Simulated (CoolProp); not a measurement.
The numbers come from the reference Helmholtz-energy equation of state, Gao 2022 in CoolProp.

For n-perfluorohexane, give the phase and the Z, cp (kJ/(kg K)), speed of sound (m/s), fugacity coefficient at 450 K and 0.581 MPa.


- 450 K and 0.581 MPa: gas; Z 0.874, cp 1.04, speed of sound 93.5, fugacity coefficient 0.887
